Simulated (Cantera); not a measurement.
Feed: 1 mol TiO2, 0.57 mol H2, at 2175 K and 74000 Pa.

Method: chemical equilibrium by Gibbs-energy minimisation in Cantera with the NASA 1993 tables (ideal gas, pure condensed phases). Condensed phases not in the tables: Magnéli phases beyond Ti4O7. The numbers say what is thermodynamically allowed, not how fast it happens.

| species | before | after |
|---|---|---|
| H2 | 0.558 | 0.994 |
| H2O | 0.437 | 0.00579 |
| H | 0.00424 | 3.86e-6 |
| OH | 0.000446 | <1e-9 |
| Ti4O7(l), mol | 0.250 | 0 |
| TiO2(rutile), mol | 0 | 0.987 |
| Ti4O7(s), mol | 0 | 0.00330 |
Gas species are given as mole fractions.

### Question
What was changed between the two runs?
A) temperature from 2175 K to 1373 K
B) temperature from 2175 K to 1473.15 K
C) pressure from 74000 Pa to 1400 Pa
D) pressure from 74000 Pa to 13300 Pa

### Answer
A, temperature from 2175 K to 1373 K. Mutual solubility and eutectic melting of coexisting phases are not modelled
